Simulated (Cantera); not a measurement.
Input: 1 mol SiH4, 2.4 mol CH4, 1.5 mol H2, held at 2400 K and 110 Pa.

Equilibrium computed with Cantera from the NASA thermochemical tables; the gas is ideal and each condensed phase is pure. Candidate condensed phases: C, C6H6, C7H8, C8H18, Si, SiC; 87 gas species. Gases not in the tables: Si2H6 and higher silanes. Kinetics and transport are ignored.

Base state: H2 0.552, H 0.356, Si 0.0712, SiC2 0.0137, C2H2 (acetylene) 0.00385, Si2C 0.00149, SiH 0.000543, C2H 0.000143 (mole fractions); condensed: C(graphite).

What changes in the equilibrium state with this change: H2 from 1.5 to 12 mol?


```tsv
species	before	after
H2	0.552	0.587
H	0.356	0.368
Si	0.0712	0.0338
SiC2	0.0137	0.00648
Si2C	0.00149	0.000336
Si2	5.86e-5	1.32e-5
SiC	1.92e-5	9.10e-6
C(graphite), mol	1.98	1.86
```
